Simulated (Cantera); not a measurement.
Feed: 1 mol AlN, 0.14 mol N2, 0.001 mol NH3, equilibrated at 1.10 mbar.

Cantera equilibrium calculation (NASA polynomials, part measured and part estimated; ideal gas, pure solids and liquids). Candidate condensed phases: Al, AlN; 13 gas species. Rates play no part.

x: gas mole fraction; n: condensed amount in mol.

| T (K) | x N2 | x Al | x H2 | x H | x AlH | x Al2 | x N | n AlN(s) |
|---|---|---|---|---|---|---|---|---|
| 1748 | 0.987 | 0.00235 | 0.0102 | 0.000695 | 4.14e-6 | 8.35e-9 | ___ | 1.000 |
| 1823 | 0.975 | 0.0142 | 0.00968 | 0.00129 | 1.99e-5 | 1.87e-7 | ___ | 0.998 |
| 1898 | 0.913 | 0.0765 | 0.00823 | 0.00214 | 8.15e-5 | 3.44e-6 | ___ | 0.988 |
| 1973 | 0.540 | 0.455 | 0.00226 | 0.00193 | 0.000213 | 8.03e-5 | ___ | 0.795 |
| 2048 | 0.390 | 0.608 | 0.000292 | 0.00115 | 8.71e-5 | 9.74e-5 | ___ | 0 |
| 2123 | 0.390 | 0.608 | 0.000173 | 0.00142 | 5.75e-5 | 6.79e-5 | ___ | 0 |
| 2198 | 0.390 | 0.608 | 9.15e-5 | 0.00161 | 3.64e-5 | 4.86e-5 | ___ | 0 |
| 2273 | 0.390 | 0.608 | 4.57e-5 | 0.00171 | 2.25e-5 | 3.55e-5 | ___ | 0 |
| 2348 | 0.390 | 0.608 | 2.25e-5 | 0.00177 | 1.40e-5 | 2.65e-5 | ___ | 0 |

Fill in the missing entries.


- 1748, x N: 4.22e-10
- 1823, x N: 1.63e-9
- 1898, x N: 5.51e-9
- 1973, x N: 1.35e-8
- 2048, x N: 3.34e-8
- 2123, x N: 9.05e-8
- 2198, x N: 2.29e-7
- 2273, x N: 5.46e-7
- 2348, x N: 1.23e-6
